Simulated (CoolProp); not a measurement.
R123 at several states: fugacity coefficient from the reference equation and from simpler models built on Tc = 183.7 °C, pc = 3662 kPa, ω = 0.282; each cubic takes its own stable root.

Model: reference Helmholtz-energy equation of state, Younglove 1994, in CoolProp. It is a modified Benedict-Webb-Rubin equation, recast in Helmholtz form.

```
T (°C)  p (kPa)   phase  reference
------  -------  ------  ---------
18.35       333  liquid     0.2083
75.15      2430  liquid     0.1724
-97.25      202  liquid   8.381e-5
84.25      53.8     gas     0.9881
-73.35     77.9  liquid   0.003154
```

How far does each simpler model (van der Waals, Redlich-Kwong, Peng-Robinson) lie from the reference over these 5 states: mean and median of the absolute difference, and the worst?


- van der Waals: mean 19491.2 %, median 343.4 %, worst +81560.9 % at -97.25 °C and 202 kPa
- Redlich-Kwong: mean 186.3 %, median 93.4 %, worst +465.3 % at -97.25 °C and 202 kPa
- Peng-Robinson: mean 11.5 %, median 1.1 %, worst +37.1 % at -97.25 °C and 202 kPa

At some of these states van der Waals gives the other phase, because its saturation line lies elsewhere.
